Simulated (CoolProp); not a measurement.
C2F6 (R116) along the isobar 1840 kPa: density (kg/m³) from the reference equation and from simpler models built on Tc = 19.9 °C, pc = 3048 kPa, ω = 0.257; each cubic takes its own stable root.

Model: reference Helmholtz-energy equation of state, Lemmon 2006, in CoolProp. It is a short technical equation, of lower accuracy than the large ones.

```csv
T (°C),phase,reference,Soave-Redlich-Kwong,Peng-Robinson
18.35,gas,140.3,140.0,144.0
27.25,gas,130.2,130.1,133.7
36.15,gas,122.2,122.2,125.3
45.05,gas,115.6,115.6,118.3
53.95,gas,109.9,109.9,112.4
62.85,gas,105.0,105.0,107.2
71.75,gas,100.7,100.6,102.6
80.65,gas,96.80,96.66,98.54
89.55,gas,93.30,93.12,94.86
98.45,gas,90.11,89.90,91.51
107.35,gas,87.19,86.96,88.45
116.25,gas,84.50,84.25,85.64
125.15,gas,82.01,81.74,83.04
134.05,gas,79.69,79.41,80.63
142.95,gas,77.53,77.23,78.38
151.85,gas,75.50,75.20,76.28
```
